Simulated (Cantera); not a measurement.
## Thermodynamics of oxide etching and cleaning by halides, feed CaO + HBr + N2

Input: 1 mol CaO, 2.8 mol HBr, 8.8 mol N2, equilibrated at 32.0 Pa.

These are equilibrium values from Cantera (NASA tables, ideal gas, pure condensed phases), not measurements of a reactor. Candidate condensed phases: Br2, Ca, CaBr2, CaO, Ca(OH)2, H2O; 34 gas species. Mutual solubility and eutectic melting of coexisting phases are not modelled. Rates play no part.

At 1025 K the condensed part is CaBr2(l). From 1075 K to 1125 K the condensed part is CaBr2(l) + CaO(s). From 1175 K to 1375 K the condensed part is CaO(s). The main Ca-bearing gas is CaBr2 throughout. The share of Ca in condensed phases is highest at 1025 K (96.9 %) and lowest at 1375 K (14.1 %).

```csv
T (K),x N2,x HBr,x H2O,x CaBr2,x Br,x H2,n CaBr2(l),n CaO(s)
1025,0.827,0.0741,0.0940,0.00289,0.00107,0.000542,0.969,0
1075,0.820,0.0734,0.0928,0.0115,0.00185,0.000933,0.872,0.00398
1125,0.781,0.101,0.0719,0.0400,0.00380,0.00191,0.359,0.190
1175,0.756,0.104,0.0651,0.0651,0.00618,0.00310,0,0.243
1225,0.755,0.0947,0.0684,0.0684,0.00887,0.00445,0,0.204
1275,0.754,0.0859,0.0708,0.0708,0.0123,0.00617,0,0.173
1325,0.752,0.0779,0.0724,0.0724,0.0166,0.00830,0,0.153
1375,0.750,0.0705,0.0733,0.0733,0.0218,0.0109,0,0.141
```
x: gas mole fraction; n: condensed amount in mol.
